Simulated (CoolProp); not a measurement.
Saturation properties of sulfur dioxide (Tc = 157.5 °C, pc = 7887 kPa, ω = 0.256).

The numbers come from the reference Helmholtz-energy equation of state, Gao 2016 in CoolProp.

```
T (°C)  p (kPa)  liquid density (kg/m³)  vapour density (kg/m³)  enthalpy of vaporisation (kJ/kg)  liquid cp (kJ/(kg K))
------  -------  ----------------------  ----------------------  --------------------------------  ---------------------
-18.35    68.82                    1483                   2.126                             396.8                  1.359
-8.25     109.6                    1457                   3.283                                 ?                  1.362
1.95      168.3                       ?                   4.906                             378.7                  1.368
12.15     249.5                    1403                   7.102                             369.1                  1.377
22.35     358.6                    1374                   10.00                                 ?                  1.389
32.45     499.7                    1346                   13.71                             348.6                  1.404
42.65     681.8                    1315                   18.48                             337.4                  1.425
52.85         ?                       ?                   24.47                             325.5                      ?
```

Problem. Some entries are withheld; supply them.

Solution. 
- -8.25, enthalpy of vaporisation (kJ/kg): 388.0
- 1.95, liquid density (kg/m³): 1430
- 22.35, enthalpy of vaporisation (kJ/kg): 359.1
- 52.85, p (kPa): 910.4
- 52.85, liquid density (kg/m³): 1284
- 52.85, liquid cp (kJ/(kg K)): 1.450

It boils at -10.0 °C under 1 atm.
